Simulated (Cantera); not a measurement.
**Equilibrium for hydrogen reduction and annealing atmospheres: PbS + H2 + N2**

Input: 1 mol PbS, 20 mol H2, 34 mol N2.

Equilibrium computed with Cantera from the NASA thermochemical tables; the gas is ideal and each condensed phase is pure. Candidate condensed phases: Pb, PbS, S; 18 gas species. Mutual solubility and eutectic melting of coexisting phases are not modelled. Rates play no part.

Stable condensed phases:

```
T in K \ P in Pa
              10      52     270    1400    7200   37000  190000 1000000
   1350        A       A       A       A       A       A       B       B
   1300        A       A       A       A       A       A       B       B
   1250        A       A       A       A       A       B       B       B
   1200        A       A       A       A       A       B       B       B
   1150        A       A       A       A       B       B       B       B
   1100        A       A       A       A       B       C       C       C
   1050        A       A       A       B       C       C       C       C
   1000        A       A       A       C       C       C       C       C
    950        A       A       C       C       C       C       C       C
```

A: gas only; B: Pb; C: Pb + PbS.
